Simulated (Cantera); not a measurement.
A closed system holds: 1 mol Si, 0.022 mol N₂O, 120 mol H₂, equilibrated at 1973 K and 0.100 bar.

Cantera equilibrium calculation (NASA polynomials, part measured and part estimated; ideal gas, pure solids and liquids). Candidate condensed phases: H₂O, Si, SiO₂, Si₂N₂O, Si₃N₄; 35 gas species. Gases not in the tables: Si₂H₆ and higher silanes. Equilibrium is a limit: real reactors are often held back by kinetics, nucleation or transport.

Base state: H₂ 0.995, H 0.00426, Si 0.000316, SiO 0.000183, N₂ 0.000182, SiH₂ 9.04e-5, SiH 7.20e-5 (mole fractions); condensed: Si(l).

What changes in the equilibrium state with this change: Si replaced by Si₃N₄?


```
species       before     after
----------  --------  --------
H₂             0.995     0.979
N₂          0.000182    0.0165
H            0.00426   0.00422
Si          0.000316  0.000316
SiH₂         9.04e-5   8.89e-5
SiO         0.000183  0.000180
SiH          7.20e-5   7.14e-5
Si(l), mol     0.919      2.92
```

What changes in the equilibrium state with this change: temperature from 1973 K to 1273.15 K?


```json
[
 {"species": "H₂", "before": "0.995", "after": "1.000"},
 {"species": "H", "before": "0.00426", "after": "2.26e-6"},
 {"species": "SiO", "before": "0.000183", "after": "1.76e-7"},
 {"species": "Si", "before": "0.000316", "after": "<1e-9"},
 {"species": "SiH", "before": "7.20e-5", "after": "<1e-9"},
 {"species": "SiH₂", "before": "9.04e-5", "after": "4.77e-8"},
 {"species": "N₂", "before": "0.000182", "after": "1.74e-7"},
 {"species": "Si(l), mol", "before": "0.919", "after": "0"},
 {"species": "Si(s), mol", "before": "0", "after": "0.956"},
 {"species": "Si₂N₂O(s), mol", "before": "0", "after": "0.0220"}
]
```
Mutual solubility and eutectic melting of coexisting phases are not modelled.
